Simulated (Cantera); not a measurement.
An adiabatic, constant-volume homogeneous reactor starts with 28.5 % H2, 15.0 % O2, 56.5 % N2, equivalence ratio 0.95, at 1000 K and 1000000 Pa.

Cantera simulation using GRI-Mech 3.0 (53 species, 325 reactions); the numbers are that mechanism's predictions, not measurements. The hydrogen kinetics of GRI-Mech 3.0 are dated; newer H2 mechanisms differ, most at raised pressure. Above 3000 K some thermodynamic fits are extrapolated.

Question: Predict: time of steepest temperature rise; temperature at 2.00 s; equilibrium temperature; x(H2) at 2.00 s; x(O2) at 2.00 s; x(H2O2) at 2.00 s; x(N2O) at 2.00 s; x(O) at 2.00 s.

Answer: 
| Item | Value |
|---|---|
| time of steepest temperature rise | 8.30 ms |
| temperature at 2.00 s | 3061 K |
| equilibrium temperature | 3061 K |
| x(H2) at 2.00 s | 0.0279 (gas-phase equilibrium 0.0279) |
| x(O2) at 2.00 s | 0.0116 (gas-phase equilibrium 0.0116) |
| x(H2O2) at 2.00 s | 2.99e-6 (gas-phase equilibrium 2.99e-6) |
| x(N2O) at 2.00 s | 2.88e-6 (gas-phase equilibrium 2.88e-6) |
| x(O) at 2.00 s | 0.00290 (gas-phase equilibrium 0.00290) |
